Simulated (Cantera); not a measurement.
Input: 1 mol CsOH, 0.11 mol H2, at 1425 °C and 2.20 bar.

Cantera equilibrium calculation (NASA polynomials, part measured and part estimated; ideal gas, pure solids and liquids). Candidate condensed phases: Cs, CsOH, H2O; 15 gas species. Rates play no part.

Problem. What is the equilibrium state?

Solution. x(CsOH): 0.757
x(H2O): 0.0982
x(Cs): 0.0980
x(H2): 0.0453
x(Cs2(OH)2): 0.00141
x(Cs2): 0.000111
x(H): 2.07e-5
x(Cs2O): 2.44e-6
x(OH): 2.31e-6
gas amount: 1.165 mol
log10 activity of CsOH(l) (absent): -1.01
log10 activity of Cs(l) (absent): -2.23
